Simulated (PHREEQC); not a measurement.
Solution (25 °C): 0.0012 mol/kgw KOH, 0.006 mol/kgw K2SiO3 and 0.0049 mol/kgw (CH3)4NCl. Closed to the air; pH follows from the charge balance.

All values are PHREEQC results (ion-association model, wateq4f.dat), not measurements.

No solid was allowed to form.

### Question
Estimate the pH, ionic strength.

### Answer
pH 11.78; ionic strength 0.0184 mol/kgw.

### Question
In which forms is Si present?

### Answer
H3SiO4- 93 %, H2SiO4-2 5.6 %, H4SiO4 0.9 % of the Si.

(CH3)4N+ isn't in the database: it is added as a free cation with an ion size of 4 Å.
